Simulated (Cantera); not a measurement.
A perfectly stirred reactor is fed with CH₃OH : O₂ : N₂ : H₂O = 1 : 0.833 : 3.13 : 0.0066 (molar parts), at 460000 Pa; it is adiabatic with a 600 K inlet, and is followed from long to short residence time, starting on the burning branch (τ in s: 0.04, 0.014, 0.0046, 0.0016, 0.00053, 0.00018, 6.1e-05, 2.1e-05, 7e-06).

Model: GRI-Mech 3.0 (53 species, 325 reactions), integrated in Cantera. GRI-Mech 3.0 was tuned for natural gas; its chemistry of methanol as a main component is partial and can be far from experiment.

**Question.** Predict: blow-out, bracketed by the residence times tried; x(CH₃OH) at τ = 40.0 ms; x(O₂) at τ = 40.0 ms; x(CH₄) at τ = 40.0 ms; x(HCN) at τ = 40.0 ms; x(CH₂) at τ = 40.0 ms; x(CH₃OH) at τ = 0.530 ms; x(O₂) at τ = 0.530 ms; x(CH₄) at τ = 0.530 ms; x(HCN) at τ = 0.530 ms; x(CH₂) at τ = 0.530 ms.

**Answer.** 
| Property | Value |
|---|---|
| blow-out, bracketed by the residence times tried | burning at 61.0 µs, out at 21.0 µs |
| x(CH₃OH) at τ = 40.0 ms | 3.23e-6 |
| x(O₂) at τ = 40.0 ms | 6.37e-5 |
| x(CH₄) at τ = 40.0 ms | 4.95e-5 |
| x(HCN) at τ = 40.0 ms | 7.79e-7 |
| x(CH₂) at τ = 40.0 ms | 5.93e-8 |
| x(CH₃OH) at τ = 0.530 ms | 5.49e-5 |
| x(O₂) at τ = 0.530 ms | 0.00104 |
| x(CH₄) at τ = 0.530 ms | 0.000195 |
| x(HCN) at τ = 0.530 ms | 1.26e-5 |
| x(CH₂) at τ = 0.530 ms | 2.56e-6 |
